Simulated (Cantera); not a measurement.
Input: 1 mol CaO, 4.6 mol HF, 12 mol O₂, at 6.50 Pa.

Method: chemical equilibrium by Gibbs-energy minimisation in Cantera with the NASA 1993 tables (ideal gas, pure condensed phases). Candidate condensed phases: Ca, CaF₂, CaO, Ca(OH)₂, H₂O; 29 gas species. Mutual solubility and eutectic melting of coexisting phases are not modelled. The numbers say what is thermodynamically allowed, not how fast it happens.

What share of the Ca ends up in condensed phases as a function of T (K), at 1023, 1098, 1173, 1248, 1323, 1398, 1473, 1548, 1623, 1698, 1773, 1848, 1923?


| T (K) | Ca condensed (%) | as |
|---|---|---|
| 1023 | 100.0 | CaF₂(s) |
| 1098 | 100.0 | CaF₂(s) |
| 1173 | 100.0 | CaF₂(s) |
| 1248 | 99.9 | CaF₂(s) |
| 1323 | 99.3 | CaF₂(s) |
| 1398 | 94.9 | CaF₂(s) + CaO(s) |
| 1473 | 69.1 | CaF₂(s) + CaO(s) |
| 1548 | 57.2 | CaO(s) |
| 1623 | 47.9 | CaO(s) |
| 1698 | 38.3 | CaO(s) |
| 1773 | 28.2 | CaO(s) |
| 1848 | 17.8 | CaO(s) |
| 1923 | 6.6 | CaO(s) |
